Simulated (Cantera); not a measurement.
A closed system holds: 1 mol CO₂, 0.63 mol SO₂, 0.78 mol N₂, at 1000 °C and 3.70 bar.

Method: chemical equilibrium by Gibbs-energy minimisation in Cantera with the NASA 1993 tables (ideal gas, pure condensed phases). Candidate condensed phases: C, S; 35 gas species. Equilibrium is a limit: real reactors are often held back by kinetics, nucleation or transport.

Base state: CO₂ 0.415, N₂ 0.324, SO₂ 0.261, SO₃ 3.78e-5, CO 3.73e-5 (mole fractions); condensed: gas only.

Q: What changes in the equilibrium state with this change: temperature from 1000 °C to 2250 °C?

A: 
```
species   before    after
-------  -------  -------
CO₂        0.415    0.354
N₂         0.324    0.312
SO₂        0.261    0.249
CO       3.73e-5   0.0493
O₂       2.61e-7   0.0241
O          <1e-9  0.00131
S          <1e-9  2.81e-5
NO       2.36e-7  0.00510
SO       1.25e-6  0.00529
```
